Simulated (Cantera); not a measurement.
A closed system holds: 1 mol SiHCl₃, 0.51 mol CH₄, 47 mol H₂, held at 9.75 Torr.

Equilibrium computed with Cantera from the NASA thermochemical tables; the gas is ideal and each condensed phase is pure. Candidate condensed phases: C, C₆H₆, C₇H₈, C₈H₁₈, Si, SiC; 109 gas species. Gases not in the tables: Si₂H₆ and higher silanes. The numbers say what is thermodynamically allowed, not how fast it happens.

What share of the Si ends up in condensed phases as a function of T (K), at 2023, 2073, 2123, 2173, 2223, 2273, 2323?


```csv
T (K),Si condensed (%),as
2023,50.4,SiC(s)
2073,49.9,SiC(s)
2123,49.0,SiC(s)
2173,46.4,SiC(s)
2223,39.3,SiC(s)
2273,22.0,SiC(s)
2323,0.0,-
```
